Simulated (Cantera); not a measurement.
A Cantera script and what it prints.

```python
import numpy as np
import cantera as ct

gas_names = """
    Electron C C+ C- CH CH+ CH2 CH3 CH2OH CH3O CH4 CH3OH CO CO+ CO2 CO2+ COOH C2 C2+ C2- C2H CHCO,ketyl
    C2H2,acetylene C2H2,vinylidene CH2CO,ketene C2H3,vinyl CH3CO,acetyl C2H4 C2H4O,ethylen
    CH3CHO,ethanal CH3COOH (HCOOH)2 C2H5 C2H6 CH3OCH3 C2H5OH C2O C3 C3H3,propargyl C3H4,allene
    C3H4,propyne C3H4,cyclo- C3H5,allyl C3H6,propylene C3H6,cyclo- C3H6O C3H7,n-propyl C3H7,i-propyl
    C3H8 C3H8O,1propanol C3H8O,2propanol C3O2 C4 C4H2 C4H4,1,3-cyclo- C4H6,butadiene C4H6,2-butyne
    C4H6,cyclo- C4H8,1-butene C4H8,cis2-buten C4H8,tr2-butene C4H8,isobutene C4H8,cyclo- (CH3COOH)2
    C4H9,n-butyl C4H9,i-butyl C4H9,s-butyl C4H9,t-butyl C4H10,isobutane C4H10,n-butane C5 C5H6,1,3cyclo-
    C5H8,cyclo- C5H10,1-pentene C5H10,cyclo- C5H11,pentyl C5H11,t-pentyl C5H12,n-pentane C5H12,i-pentane
    CH3C(CH3)2CH3 C6H2 C6H5,phenyl C6H5O,phenoxy C6H6 C6H5OH,phenol C6H10,cyclo- C6H12,1-hexene
    C6H12,cyclo- C6H13,n-hexyl C7H7,benzyl C7H8 C7H8O,cresol C7H14,1-heptene C7H15,n-heptyl
    C7H16,n-heptane C8H8,styrene C8H10,ethylbenz C8H16,1-octene C8H17,n-octyl C8H18,isooctane
    C8H18,n-octane C9H19,n-nonyl C10H8,naphthale C10H21,n-decyl C12H9,o-bipheny C12H10,bipheny H H+ H-
    HCO HCO+ HO2 H2 H2+ H2- HCHO,formaldehy HCOOH H2O H2O+ H2O2 H3O+ O O+ O- OH OH+ OH- O2 O2+ O2- O3
""".split()
cond_names = """
    C(gr) C6H6(L) C7H8(L) C8H18(L),n-octa H2O(s) H2O(L)
""".split()


def load(file, names, dense=False):
    # The tables refer to 1 bar. Condensed volumes are neglected.
    table = {s.name: s for s in ct.Species.list_from_file(file)}
    out = []
    for n in names:
        d = dict(table[n].input_data)
        d["thermo"] = dict(d["thermo"], **{"reference-pressure": 1e5})
        if dense:
            d["equation-of-state"] = {"model": "constant-volume", "density": "1e6 g/cm^3"}
        out.append(ct.Species.from_dict(d))
    return out


gas = ct.Solution(thermo="ideal-gas", species=load("nasa_gas.yaml", gas_names))
cond = {s.name: ct.Solution(thermo="fixed-stoichiometry", species=[s], name=s.name)
        for s in load("nasa_condensed.yaml", cond_names, dense=True)}
atoms = {
    'n-butane': {'C': 4, 'H': 10},
    'H2O': {'H': 2, 'O': 1},
    'H2': {'H': 2},
}
top_T = {'C(gr)': 4500}  # K; cautious upper limits of use, not melting points


def equilibrate(T, P, feed):
    n = {}
    for name, mol in feed.items():
        for a, k in atoms[name].items():
            n[a] = n.get(a, 0.0) + k * mol
    gas.TPX = T, P, n
    mass = sum(n.values()) * gas.mean_molecular_weight
    gas.equilibrate("TP")
    valid = [c for c in cond.values() if c.min_temp <= T <= top_T.get(c.name, c.max_temp)]
    mix = ct.Mixture([(gas, mass / gas.mean_molecular_weight)] + [(c, 0.0) for c in valid])
    mix.T, mix.P = T, P
    mix.equilibrate("TP", solver="vcs", rtol=1e-11, max_steps=5000)
    return mix


results = []
feed = {'n-butane': 1, 'H2O': 0.083, 'H2': 1.7}  # mol
P = 34000  # Pa
for T in [2000, 2500, 3000, 3500, 4000, 4500, 5000]:
    mix = equilibrate(T, P, feed)
    results.append((T, P, feed, dict(zip(mix.species_names, mix.species_moles))))
    x = sorted(zip(gas.X, gas.species_names), reverse=True)
    print(f"T = {T:g} K  P = {P:g} Pa  gas = {mix.phase_moles(0):.4g} mol")
    print("   x: " + "  ".join(f"{s} {v:.3e}" for v, s in x if v > 0.0001))
    print("   condensed (mol): " + ("  ".join(f"{mix.phase(i).name} {mix.phase_moles(i):.4g}"
          for i in range(1, mix.n_phases) if mix.phase_moles(i) > 1e-12) or "none"))
```

Output:

```
T = 2000 K  P = 34000 Pa  gas = 6.875 mol
   x: H2 9.843e-01  CO 1.207e-02  H 2.767e-03  C2H2,acetylene 7.561e-04  CH4 1.398e-04
   condensed (mol): C(gr) 3.906
T = 2500 K  P = 34000 Pa  gas = 7.012 mol
   x: H2 9.361e-01  H 4.172e-02  CO 1.184e-02  C2H2,acetylene 1.013e-02
   condensed (mol): C(gr) 3.772
T = 3000 K  P = 34000 Pa  gas = 7.772 mol
   x: H2 7.115e-01  H 2.284e-01  C2H2,acetylene 4.426e-02  CO 1.068e-02  C2H 2.442e-03  C4H2 1.149e-03  C3 9.176e-04  C 1.491e-04  C2H2,vinylidene 1.396e-04
   condensed (mol): C(gr) 3.125
T = 3500 K  P = 34000 Pa  gas = 10.74 mol
   x: H 5.482e-01  H2 2.931e-01  C3 5.471e-02  C2H2,acetylene 4.655e-02  C2H 2.742e-02  CO 7.728e-03  C 7.515e-03  C2 7.125e-03  C4H2 3.080e-03  C5 2.709e-03  C4 5.474e-04  CH 5.268e-04  C2H2,vinylidene 3.904e-04  C6H2 2.193e-04  CH2 1.521e-04
   condensed (mol): none
T = 4000 K  P = 34000 Pa  gas = 14.15 mol
   x: H 7.754e-01  H2 8.045e-02  C 4.901e-02  C3 4.757e-02  C2 2.181e-02  C2H 1.463e-02  CO 5.864e-03  C2H2,acetylene 3.105e-03  CH 1.064e-03  C5 5.985e-04  C4 3.793e-04
   condensed (mol): none
T = 4500 K  P = 34000 Pa  gas = 16.31 mol
   x: H 7.916e-01  C 1.435e-01  C2 2.411e-02  H2 1.782e-02  C3 1.343e-02  CO 5.087e-03  C2H 3.236e-03  CH 9.761e-04  C2H2,acetylene 1.072e-04
   condensed (mol): none
T = 5000 K  P = 34000 Pa  gas = 17.26 mol
   x: H 7.751e-01  C 2.037e-01  C2 9.404e-03  H2 4.939e-03  CO 4.801e-03  C3 1.058e-03  CH 5.264e-04  C2H 3.351e-04
   condensed (mol): none
```

These are equilibrium values from Cantera (NASA tables, ideal gas, pure condensed phases), not measurements of a reactor.
